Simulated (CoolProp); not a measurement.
Saturation properties of n-hexane.

Model: reference Helmholtz-energy equation of state, Thol 2019, in CoolProp.

| T (K) | p (kPa) | liquid density (kg/m³) | surface tension (mN/m) | liquid viscosity (µPa s) | liquid conductivity (mW/(m K)) |
|---|---|---|---|---|---|
| 254 | 1.974 | 693.8 | 22.6 | 485 | 135 |
| 262.9 | 3.401 | 686.1 | 21.6 | 435 | … |
| 271.9 | 5.648 | 678.2 | 20.7 | 392 | 128 |
| 280.9 | 9.022 | … | 19.7 | 355 | 125 |
| 289.9 | … | 662.2 | 18.7 | 323 | 123 |
| 298.9 | 20.83 | 654.1 | 17.8 | … | 120 |
| 307.8 | 30.18 | 645.9 | 16.9 | 271 | 117 |
| 316.8 | 42.83 | 637.5 | 16.0 | 249 | 114 |
| 325.8 | … | 629.0 | 15.0 | 230 | 112 |
| 334.8 | 80.71 | … | 14.1 | 213 | 110 |
| 343.8 | 107.6 | 611.4 | 13.2 | 197 | 107 |

Q: Fill in the missing entries.

A: 
- 262.9, liquid conductivity (mW/(m K)): 131
- 280.9, liquid density (kg/m³): 670.3
- 289.9, p (kPa): 13.92
- 298.9, liquid viscosity (µPa s): 296
- 325.8, p (kPa): 59.40
- 334.8, liquid density (kg/m³): 620.3

It boils at 341.9 K under 1 atm.

Viscosity comes from a separate model (Michailidou 2013). Thermal conductivity comes from a separate model (Assael 2013). Surface tension comes from a separate correlation (Mulero 2012).
